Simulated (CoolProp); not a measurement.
Vapour-liquid equilibrium of ethanol (1) + benzene (2) at 1060 kPa; x and y are mole fractions of (1).

Values from CoolProp's multi-fluid Helmholtz-energy mixture model, Schroeder 2014 and Thol 2012; pair parameters Bell 2016.

| x | bubble temperature, mixture model (K) | bubble temperature, Raoult's law (K) | y, mixture model | y, Raoult's law |
|---|---|---|---|---|
| 0.05 | 445.2 | 452.4 | 0.173 | 0.092 |
| 0.15 | 434.3 | 447.9 | 0.361 | 0.250 |
| 0.25 | 429.1 | 444.1 | 0.457 | 0.382 |
| 0.35 | 426.5 | 440.8 | 0.517 | 0.497 |
| 0.45 | 424.9 | 437.9 | 0.564 | 0.597 |
| 0.55 | 424.0 | 435.2 | 0.611 | 0.686 |
| 0.65 | 423.6 | 432.9 | 0.665 | 0.767 |
| 0.75 | 423.6 | 430.8 | 0.733 | 0.840 |
| 0.85 | 424.3 | 428.8 | 0.823 | 0.908 |
| 0.95 | 425.4 | 427.0 | 0.936 | 0.970 |

The largest gap from Raoult's law is -15.0 K in bubble temperature, at x = 0.25. y crosses x between x = 0.65 and 0.75: the model has an azeotrope there.

Pair parameters are fitted to limited data, so mixtures are less certain than the pure fluids.
